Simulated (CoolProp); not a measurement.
Methanol at several states: Z from the reference equation and from simpler models built on Tc = 513.4 K, pc = 8.216 MPa, ω = 0.565; each cubic takes its own stable root.

Model: reference Helmholtz-energy equation of state, de Reuck 1993, in CoolProp.

| T (K) | p (MPa) | phase | reference |
|---|---|---|---|
| 440 | 27.5 | liquid | 0.3553 |
| 400.4 | 2.1 | liquid | 0.02969 |
| 374.6 | 29.9 | liquid | 0.4115 |
| 189.8 | 0.966 | liquid | 0.02201 |
| 510 | 1.68 | gas | 0.9268 |
| 370.2 | 0.204 | gas | 0.9545 |

Q: How far does each simpler model (Redlich-Kwong, Soave-Redlich-Kwong) lie from the reference over these 6 states: mean and median of the absolute difference, and the worst?

A: 
- Redlich-Kwong: mean 28.6 %, median 39.4 %, worst +46.8 % at 400.4 K and 2.1 MPa
- Soave-Redlich-Kwong: mean 23.0 %, median 32.9 %, worst +35.9 % at 440 K and 27.5 MPa
